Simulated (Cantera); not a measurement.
Cantera run:

```python
import numpy as np
import cantera as ct

gas_names = [...]  # 110 gases of nasa_gas.yaml made of C, H, O
cond_names = """
    C(gr) C6H6(L) C7H8(L) C8H18(L),n-octa H2O(s) H2O(L)
""".split()


# ... load() reads the species with a 1 bar reference pressure and builds the phases ...
atoms = {
    'C2H5OH': {'C': 2, 'H': 6, 'O': 1},
    'CO2': {'C': 1, 'O': 2},
    'H2': {'H': 2},
}
top_T = {'C(gr)': 4500}  # K; cautious upper limits of use, not melting points


# ... equilibrate(T, P, feed) seeds the gas with the atoms and calls Mixture.equilibrate('TP', solver="vcs", rtol=1e-11, max_steps=5000) ...
results = []
feed = {'C2H5OH': 1, 'CO2': 3.4, 'H2': 33}  # mol
T = 1823  # K
P = 10000  # Pa
mix = equilibrate(T, P, feed)
results.append((T, P, feed, dict(zip(mix.species_names, mix.species_moles))))
print(gas.report(threshold=0.001))
for i in range(1, mix.n_phases):
    print(f"{mix.phase(i).name:16s} {mix.phase_moles(i):12.5e} mol")
```

Output:

```
       temperature   1823 K
          pressure   10000 Pa
           density   0.0041763 kg/m^3
  mean mol. weight   6.3301 kg/kmol
   phase of matter   gas

                          1 kg             1 kmol
                     ---------------   ---------------
          enthalpy        3.1874e+06        2.0176e+07  J
   internal energy         7.929e+05        5.0191e+06  J
           entropy             35219        2.2294e+05  J/K
    Gibbs function       -6.1018e+07       -3.8625e+08  J
 heat capacity c_p            5507.1             34860  J/K
 heat capacity c_v            4193.6             26546  J/K

                      mass frac. Y      mole frac. X     chem. pot. / RT
                     ---------------   ---------------   ---------------
                CO           0.56687           0.12811           -39.041
               CO2          0.015604         0.0022444           -65.558
                 H        0.00019668         0.0012351            -10.85
                H2           0.25884           0.81272           -21.699
               H2O           0.15848          0.055685           -48.217
     [ +105 minor]        1.5911e-05        5.9123e-06

C(gr)             0.00000e+00 mol
```

Equilibrium computed with Cantera from the NASA thermochemical tables; the gas is ideal and each condensed phase is pure.
